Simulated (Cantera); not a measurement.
A Cantera script and its output.

```python
import numpy as np
import cantera as ct

gas = ct.Solution("SiF4_NH3_mec.yaml", "gas")
gas.TPX = 2400, 15000, {'NH3': 1, 'N2': 0.62}
reactor = ct.IdealGasConstPressureReactor(gas, energy="off", clone=False)
net = ct.ReactorNet([reactor])
net.rtol, net.atol = 1e-08, 1e-18
show = ['NH3', 'N', 'NH', 'N2H4', 'N2H2', 'H', 'H2']
times = np.geomspace(3e-05, 60, 13)

steps = ct.SolutionArray(gas, extra=["t"])
rows = []
print(f"{'t/s':>10s}{'T/K':>9s}{'P/Pa':>11s}" + "".join(f"{s:>11s}" for s in show))
for t in times:
    while net.time < t:
        t_next = net.step()
        steps.append(gas.state, t=t_next)
    rows.append([np.interp(t, steps.t, y) for y in (steps.T, steps.P, *steps(*show).X.T)])
    print(f"{t:10.3e}{rows[-1][0]:9.1f}{rows[-1][1]:11.4g}" + "".join(f"{x:11.3e}" for x in rows[-1][2:]))
rate = np.gradient(steps.T, steps.t)
print("integrator steps:", len(steps.t))
if steps.T.max() > steps.T[0] + 200:
    print(f"time of steepest temperature rise: {steps.t[rate.argmax()]:.4e} s")
gas.TPX = 2400, 15000, {'NH3': 1, 'N2': 0.62}
gas.equilibrate("TP")
print(f"equilibrium (TP): T = {gas.T:.1f} K  " + "  ".join(f"{s} {gas[s].X[0]:.3e}" for s in show))
```

Result:

```
       t/s      T/K       P/Pa        NH3          N         NH       N2H4       N2H2          H         H2
 3.000e-05   2400.0    1.5e+04  6.144e-01  5.711e-08  1.376e-05  2.113e-08  1.875e-06  1.077e-05  1.136e-03
 1.005e-04   2400.0    1.5e+04  6.070e-01  4.989e-07  6.464e-05  1.361e-07  1.637e-05  3.270e-05  5.640e-03
 3.367e-04   2400.0    1.5e+04  5.797e-01  2.286e-06  1.007e-04  1.616e-07  2.347e-05  1.158e-04  3.054e-02
 1.128e-03   2400.0    1.5e+04  4.987e-01  6.281e-06  1.225e-04  9.822e-08  1.815e-05  3.182e-04  1.064e-01
 3.780e-03   2400.0    1.5e+04  3.155e-01  1.066e-05  1.258e-04  4.191e-08  9.679e-06  8.215e-04  2.770e-01
 1.266e-02   2400.0    1.5e+04  8.681e-02  1.299e-05  8.886e-05  6.620e-09  2.144e-06  2.070e-03  4.895e-01
 4.243e-02   2400.0    1.5e+04  7.885e-04  1.299e-05  1.831e-05  1.141e-11  1.368e-08  1.086e-02  5.632e-01
 1.421e-01   2400.0    1.5e+04  1.763e-06  6.904e-07  3.389e-07  4.671e-16  1.990e-12  3.032e-02  5.487e-01
 4.762e-01   2400.0    1.5e+04  4.997e-07  2.017e-07  9.803e-08  3.860e-17  8.663e-13  3.062e-02  5.484e-01
 1.595e+00   2400.0    1.5e+04  4.600e-07  1.857e-07  9.026e-08  3.277e-17  8.510e-13  3.062e-02  5.484e-01
 5.345e+00   2400.0    1.5e+04  4.600e-07  1.857e-07  9.026e-08  3.277e-17  8.510e-13  3.062e-02  5.484e-01
 1.791e+01   2400.0    1.5e+04  4.600e-07  1.857e-07  9.026e-08  3.277e-17  8.510e-13  3.062e-02  5.484e-01
 6.000e+01   2400.0    1.5e+04  4.600e-07  1.857e-07  9.026e-08  3.277e-17  8.510e-13  3.062e-02  5.484e-01
integrator steps: 1901
equilibrium (TP): T = 2400.0 K  NH3 4.600e-07  N 1.857e-07  NH 9.026e-08  N2H4 3.277e-17  N2H2 8.510e-13  H 3.062e-02  H2 5.484e-01
```

Cantera simulation using the gas-phase N/H chemistry of the illustrative SiF4/NH3 mechanism in the Surface Chemkin manual (1991); the numbers are that mechanism's predictions, not measurements. Walls and surfaces, which speed up NH3 decomposition in real reactors, are not modelled.
